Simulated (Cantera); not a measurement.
Feed: 1 mol AlN, 0.18 mol H₂O, 1.3 mol H₂, equilibrated at 825 K and 560000 Pa.

Cantera equilibrium calculation (NASA polynomials, part measured and part estimated; ideal gas, pure solids and liquids). Candidate condensed phases: Al, AlN, Al₂O₃, H₂O; 35 gas species. The numbers say what is thermodynamically allowed, not how fast it happens.

### Question
What is the equilibrium state?

### Answer
```json
{
 "x(H₂)": "0.960",
 "x(N₂)": "0.0379",
 "x(NH₃)": "0.00240",
 "n(AlN(s))": "0.880 mol",
 "n(Al₂O₃(s))": "0.0600 mol",
 "gas_amount": "1.536 mol",
 "log10 activity of Al(s) (absent)": "-14.30"
}
```
